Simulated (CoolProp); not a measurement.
The numbers come from the reference Helmholtz-energy equation of state, de Reuck 1993 in CoolProp.

Q: Give the vapour pressure (MPa), liquid density (kg/m³), vapour density (kg/m³), enthalpy of vaporisation (kJ/kg) of saturated methanol at 148.55 °C.

A: 
```csv
T (°C),p (MPa),liquid density (kg/m³),vapour density (kg/m³),enthalpy of vaporisation (kJ/kg)
148.55,1.35,648,15.4,866
```
